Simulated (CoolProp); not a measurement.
Saturation properties of hexamethyldisiloxane (MM).

Model: reference Helmholtz-energy equation of state, Thol 2016, in CoolProp.

| T (°C) | p (kPa) | enthalpy of vaporisation (kJ/kg) | liquid cp (kJ/(kg K)) | vapour Z |
|---|---|---|---|---|
| 73.75 | 43.29 | 206.2 | 2.035 | 0.9652 |
| 85.35 | 63.80 | 200.5 | ___ | 0.9542 |
| 96.95 | 91.27 | 194.6 | 2.105 | 0.9411 |
| 108.55 | 127.2 | 188.4 | 2.141 | 0.9255 |
| 120.15 | 173.2 | 181.9 | 2.179 | 0.9074 |
| 131.75 | ___ | 175.1 | 2.218 | 0.8866 |
| 143.35 | 302.6 | 167.9 | 2.260 | 0.8627 |
| 154.85 | 388.9 | 160.2 | 2.305 | 0.8357 |
| 166.45 | 493.8 | 151.8 | 2.355 | 0.8048 |
| 178.05 | 618.9 | 142.7 | 2.413 | 0.7697 |
| 189.65 | 766.9 | 132.5 | 2.483 | 0.7297 |
| 201.25 | 940.8 | 121.0 | 2.575 | 0.6839 |
| 212.85 | 1144 | 107.6 | 2.713 | 0.6303 |
| 224.45 | 1382 | 90.92 | ___ | 0.5652 |
| 236.05 | 1661 | 67.27 | 3.868 | 0.4767 |

Q: Fill in the missing entries.

A: 
- 85.35, liquid cp (kJ/(kg K)): 2.069
- 131.75, p (kPa): 231.1
- 224.45, liquid cp (kJ/(kg K)): 2.978

It boils at 100.5 °C under 1 atm.
